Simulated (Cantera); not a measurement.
**C + NH₃ + N₂ + H₂O (carbon deposition, reforming and gasification)**

A closed system holds: 1 mol C, 0.63 mol NH₃, 11 mol N₂, 1.2 mol H₂O, at 2148.15 K and 34.0 mbar.

Equilibrium computed with Cantera from the NASA thermochemical tables; the gas is ideal and each condensed phase is pure. Candidate condensed phases: C, C₆H₆, C₇H₈, C₈H₁₈, H₂O; 136 gas species. The numbers say what is thermodynamically allowed, not how fast it happens.

| Property | Result |
|---|---|
| x(N₂) | 0.779 |
| x(H₂) | 0.131 |
| x(CO) | 0.0676 |
| x(H₂O) | 0.0124 |
| x(H) | 0.00819 |
| x(CO₂) | 0.00125 |
| x(OH) | 9.98e-5 |
| x(NO) | 1.02e-5 |
| x(O) | 4.40e-6 |
| gas amount | 14.52 mol |
| log10 activity of C(graphite) (absent) | -5.78 |
